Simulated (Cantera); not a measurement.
Equilibrium for thermal oxidation and active oxidation of silicon: Si + H2O + H2

Charge: 1 mol Si, 1.8 mol H2O, 140 mol H2, at 750 Torr.

Cantera equilibrium calculation (NASA polynomials, part measured and part estimated; ideal gas, pure solids and liquids). Candidate condensed phases: H2O, Si, SiO2; 18 gas species. Mutual solubility and eutectic melting of coexisting phases are not modelled. The tables hold silica as quartz up to 1696 K and as liquid above; real silica turns to tridymite and cristobalite and melts near 1996 K. The numbers say what is thermodynamically allowed, not how fast it happens.

```json
[
 {"T (K)": "950", "log p H2": "0.00", "log p SiO": "-10.24", "log p H2O": "-9.58", "log p H": "-9.25", "log p SiH2": "-10.69", "n Si(s)": "0.0999", "n SiO2(β-quartz)": "0.900", "n SiO2(condensed)": "0"},
 {"T (K)": "1050", "log p H2": "0.00", "log p SiO": "-8.42", "log p H2O": "-8.50", "log p H": "-8.09", "log p SiH2": "-9.43", "n Si(s)": "0.0999", "n SiO2(β-quartz)": "0.900", "n SiO2(condensed)": "0"},
 {"T (K)": "1150", "log p H2": "0.00", "log p SiO": "-6.92", "log p H2O": "-7.62", "log p H": "-7.13", "log p SiH2": "-8.38", "n Si(s)": "0.0999", "n SiO2(β-quartz)": "0.900", "n SiO2(condensed)": "0"},
 {"T (K)": "1250", "log p H2": "0.00", "log p SiO": "-5.67", "log p H2O": "-6.88", "log p H": "-6.32", "log p SiH2": "-7.50", "n Si(s)": "0.0998", "n SiO2(β-quartz)": "0.900", "n SiO2(condensed)": "0"},
 {"T (K)": "1350", "log p H2": "0.00", "log p SiO": "-4.61", "log p H2O": "-6.26", "log p H": "-5.62", "log p SiH2": "-6.76", "n Si(s)": "0.0981", "n SiO2(β-quartz)": "0.898", "n SiO2(condensed)": "0"},
 {"T (K)": "1450", "log p H2": "0.00", "log p SiO": "-3.70", "log p H2O": "-5.72", "log p H": "-5.02", "log p SiH2": "-6.11", "n Si(s)": "0.0856", "n SiO2(β-quartz)": "0.886", "n SiO2(condensed)": "0"},
 {"T (K)": "1550", "log p H2": "0.00", "log p SiO": "-2.90", "log p H2O": "-5.26", "log p H": "-4.50", "log p SiH2": "-5.55", "n Si(s)": "0.0111", "n SiO2(β-quartz)": "0.811", "n SiO2(condensed)": "0"},
 {"T (K)": "1650", "log p H2": "0.00", "log p SiO": "-2.83", "log p H2O": "-4.23", "log p H": "-4.04", "log p SiH2": "-6.31", "n Si(s)": "0", "n SiO2(β-quartz)": "0.792", "n SiO2(condensed)": "0"},
 {"T (K)": "1750", "log p H2": "0.00", "log p SiO": "-2.73", "log p H2O": "-3.36", "log p H": "-3.63", "log p SiH2": "-6.89", "n Si(s)": "0", "n SiO2(β-quartz)": "0", "n SiO2(condensed)": "0.738"},
 {"T (K)": "1850", "log p H2": "0.00", "log p SiO": "-2.50", "log p H2O": "-2.75", "log p H": "-3.27", "log p SiH2": "-7.10", "n Si(s)": "0", "n SiO2(β-quartz)": "0", "n SiO2(condensed)": "0.548"},
 {"T (K)": "1950", "log p H2": "-0.01", "log p SiO": "-2.19", "log p H2O": "-2.30", "log p H": "-2.94", "log p SiH2": "-7.11", "n Si(s)": "0", "n SiO2(β-quartz)": "0", "n SiO2(condensed)": "0.0873"}
]
```
log p: log10 of the partial pressure in bar; n: condensed amount in mol.

From 950 K to 1550 K the condensed part is Si(s) + SiO2(β-quartz). At 1650 K the condensed part is SiO2(β-quartz). From 1750 K to 1950 K the condensed part is SiO2(condensed). The main Si-bearing gas is SiH4 at 950 K and SiO at 1950 K.
